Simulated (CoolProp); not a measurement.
Vapour-liquid equilibrium of ethanol (1) + dimethyl carbonate (2) at 0.174 MPa; x and y are mole fractions of (1).

Model: multi-fluid Helmholtz-energy mixture model, Schroeder 2014 and Zhou 2011; pair parameters Bell 2016, in CoolProp.

```
x     bubble temperature, mixture model (°C)  bubble temperature, Raoult's law (°C)  y, mixture model  y, Raoult's law
----  --------------------------------------  -------------------------------------  ----------------  ---------------
0.05                                   103.4                                  106.9             0.163            0.081
0.2                                     95.6                                  103.8             0.417            0.293
0.35                                    92.2                                  101.1             0.538            0.469
0.5                                     90.6                                   98.8        (withheld)            0.619
0.65                                    90.0                                   96.8        (withheld)            0.749
0.8                                     90.1                                   95.0             0.765            0.864
0.95                              (withheld)                                   93.3             0.916            0.968
```

### Question
Fill in the missing entries.

### Answer

- 0.5, y, mixture model: 0.614
- 0.65, y, mixture model: 0.681
- 0.95, bubble temperature, mixture model (°C): 91.6

The largest gap from Raoult's law is -8.9 K in bubble temperature, at x = 0.35. y crosses x between x = 0.65 and 0.8: the model has an azeotrope there.

Pair parameters are fitted to limited data, so mixtures are less certain than the pure fluids.
